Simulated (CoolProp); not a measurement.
Vapour-liquid equilibrium of methanol (1) + ethanol (2) at 270 kPa; x and y are mole fractions of (1).

The numbers come from the multi-fluid Helmholtz-energy mixture model, de Reuck 1993 and Schroeder 2014; pair parameters Bell 2016 in CoolProp.

| x | bubble temperature, mixture model (K) | bubble temperature, Raoult's law (K) | y, mixture model | y, Raoult's law |
|---|---|---|---|---|
| 0.05 | 377.8 | 377.8 | 0.074 | 0.076 |
| 0.125 | 376.6 | 376.6 | 0.177 | 0.183 |
| 0.2 | 375.5 | 375.5 | 0.273 | 0.282 |
| 0.275 | 374.4 | 374.3 | 0.361 | 0.374 |
| 0.35 | 373.4 | 373.2 | 0.445 | 0.459 |
| 0.425 | 372.4 | 372.1 | ___ | 0.539 |
| 0.5 | 371.4 | 371.1 | 0.599 | 0.613 |
| 0.575 | ___ | 370.1 | 0.671 | 0.683 |
| 0.65 | ___ | 369.1 | ___ | 0.748 |
| 0.725 | ___ | 368.1 | 0.802 | 0.808 |
| 0.8 | ___ | 367.2 | ___ | 0.865 |
| 0.875 | 366.4 | 366.3 | ___ | 0.919 |
| 0.95 | 365.4 | 365.4 | 0.969 | 0.968 |

Question: Some entries are withheld; supply them.

Answer: 
- 0.425, y, mixture model: 0.524
- 0.575, bubble temperature, mixture model (K): 370.4
- 0.65, bubble temperature, mixture model (K): 369.4
- 0.65, y, mixture model: 0.739
- 0.725, bubble temperature, mixture model (K): 368.4
- 0.8, bubble temperature, mixture model (K): 367.4
- 0.8, y, mixture model: 0.862
- 0.875, y, mixture model: 0.918

The largest gap from Raoult's law is +0.3 K in bubble temperature, at x = 0.65. No azeotrope shows between x = 0.05 and 0.95.

Pair parameters are fitted to limited data, so mixtures are less certain than the pure fluids.
